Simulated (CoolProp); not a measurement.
Model: reference Helmholtz-energy equation of state, Guder 2009, in CoolProp.

Question: For sulfur hexafluoride, give the phase and the Z, isothermal compressibility (1/MPa), conductivity (mW/(m K)) at 254.9 K and 400 kPa; 264 K and 400 kPa; 291.5 K and 400 kPa.

Answer: 
- 254.9 K and 400 kPa: gas; Z 0.921, isothermal compressibility 2.73, conductivity 9.89
- 264 K and 400 kPa: gas; Z 0.930, isothermal compressibility 2.70, conductivity 10.6
- 291.5 K and 400 kPa: gas; Z 0.950, isothermal compressibility 2.64, conductivity 12.6

Thermal conductivity comes from a separate model (Assael 2012).
